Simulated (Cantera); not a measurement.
An isothermal, constant-pressure homogeneous reactor starts with CH4 : H2 : H = 0.016 : 1 : 0.0049 (molar parts), at 1275 K and 18.0 Torr.

Detailed kinetics in Cantera: GRI-Mech 3.0 (53 species, 325 reactions). GRI-Mech 3.0 stops at C3 and has no aromatics, soot or wall deposition, so with more carbon than oxygen in the feed, carbon stays in small species such as C2H2 where larger ones or solid carbon would form. Radical loss at walls, strong at low pressure, is not modelled.

One state of this run: x CH4 = 0.0149; x H2 = 0.980; x H = 0.00398; x CH3 = 0.000762; x C2H4 = 3.09e-7; x C2H2 = 1.37e-8. x: mole fraction; the columns are a selection and need not sum to one.

Problem. Which value of t (s) does it belong to?
(A) 0.00146
(B) 1.76
(C) 0.0249
(D) 8.54e-5

Solution. D, 8.54e-5
